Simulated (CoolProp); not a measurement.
Nitrous oxide at several states: density (kg/m³) from the reference equation and from simpler models built on Tc = 36.4 °C, pc = 7.245 MPa, ω = 0.161; each cubic takes its own stable root.

Model: reference Helmholtz-energy equation of state, Lemmon 2006, in CoolProp. It is a short technical equation, of lower accuracy than the large ones.

```csv
T (°C),p (MPa),phase,reference
63.95,0.396,gas,6.310
-13.15,1.53,gas,36.39
74.45,2.23,gas,36.75
6.85,1.19,gas,24.54
19.25,28.1,liquid,959.4
```

Question: How far does each simpler model (van der Waals, Redlich-Kwong, Soave-Redlich-Kwong, Peng-Robinson) lie from the reference over these 5 states: mean and median of the absolute difference, and the worst?

Answer: 
- van der Waals: mean 7.1 %, median 1.9 %, worst -28.9 % at 19.25 °C and 28.1 MPa
- Redlich-Kwong: mean 2.0 %, median 0.4 %, worst -7.6 % at 19.25 °C and 28.1 MPa
- Soave-Redlich-Kwong: mean 1.7 %, median 0.2 %, worst -7.0 % at 19.25 °C and 28.1 MPa
- Peng-Robinson: mean 1.2 %, median 0.5 %, worst +4.0 % at 19.25 °C and 28.1 MPa
